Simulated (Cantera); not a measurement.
Input: 1 mol AlN, a varied amount of H2, equilibrated at 1425 °C and 1.33 mbar.

Equilibrium computed with Cantera from the NASA thermochemical tables; the gas is ideal and each condensed phase is pure. Candidate condensed phases: Al, AlN; 13 gas species. Rates play no part.

Task: What share of the Al ends up in condensed phases as a function of n(H2) (mol), at 24, 31, 39, 50, 64, 81, 100, 130, 170, 220?

Result: 
```csv
n(H2) (mol),Al condensed (%),as
24,80.7,AlN(s)
31,75.1,AlN(s)
39,68.7,AlN(s)
50,59.9,AlN(s)
64,48.7,AlN(s)
81,35.0,AlN(s)
100,19.8,AlN(s)
130,0.0,-
170,0.0,-
220,0.0,-
```
